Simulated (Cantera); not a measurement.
A closed system holds: 1 mol TiO2, 0.46 mol HCl, equilibrated at 1723 K and 7.20 bar.

These are equilibrium values from Cantera (NASA tables, ideal gas, pure condensed phases), not measurements of a reactor. Candidate condensed phases: H2O, Ti, TiCl2, TiCl3, TiCl4, TiO, TiO2, Ti2O3, Ti3O5, Ti4O7; 23 gas species. Gases not in the tables: TiO(OH)2. The numbers say what is thermodynamically allowed, not how fast it happens.

Question: What is the equilibrium state?

Answer: 
- x(HCl) = 0.962
- x(H2O) = 0.0236
- x(TiCl4) = 0.0116
- x(Cl) = 0.00155
- x(H2) = 0.00106
- x(Cl2) = 0.000371
- x(TiCl3) = 0.000171
- x(TiOCl2) = 1.23e-5
- x(OH) = 2.69e-6
- n(TiO2(rutile)) = 0.995 mol
- gas amount = 0.4550 mol
- log10 activity of Ti4O7(s) (absent) = -2.51
- log10 activity of Ti3O5(s) (absent) = -2.63
- log10 activity of TiCl4(l) (absent) = -2.99
